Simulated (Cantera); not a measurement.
Ignition delay

Mixture: 7.09 % CH₄, 0.433 % C₂H₆, 0.298 % C₃H₈, 19.9 % O₂, 72.3 % N₂, at 4200 Torr, adiabatic and at constant volume. Ignition delay is the time to a rise of 400 K.

Computed with Cantera and GRI-Mech 3.0 (53 species, 325 reactions).

```csv
T0 (K),delay (ms)
1025,23.5
1075,10.9
1125,5.47
1175,2.83
1225,1.49
1275,0.796
1325,0.433
1375,0.241
1425,0.139
```

The apparent activation energy between 1325 and 1425 K comes out as 180 kJ/mol.
